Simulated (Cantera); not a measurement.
A freely propagating, adiabatic, planar premixed flame of CH₄ : CO : O₂ : N₂ = 1 : 0.1 : 3.11 : 9.01 (molar parts), equivalence ratio 0.66, unburnt at 625 K and 100.0 Torr; mixture-averaged transport, grid criteria slope 0.08 and curve 0.16, no radiation.

Computed with Cantera and GRI-Mech 3.0 (53 species, 325 reactions). Burning velocities carry a grid error of a few per cent, more on coarse grids.

### Question
What does this change do: CH4 1 to 0.76 parts?

### Answer
```json
[
 {"quantity": "laminar burning velocity", "before": "208 cm/s", "after": "153 cm/s"},
 {"quantity": "thermal thickness", "before": "1.87 mm", "after": "2.29 mm"},
 {"quantity": "peak x(CH₃)", "before": "0.00210", "after": "0.00107"},
 {"quantity": "peak x(C₂H₂)", "before": "1.62e-5", "after": "3.20e-6"}
]
```

### Question
What does this change do: inlet temperature 625 to 500 K?

### Answer
```csv
quantity,before,after
laminar burning velocity,208 cm/s,137 cm/s
thermal thickness,1.87 mm,2.00 mm
peak x(CH₃),0.00210,0.00171
peak x(C₂H₂),1.62e-5,1.09e-5
```
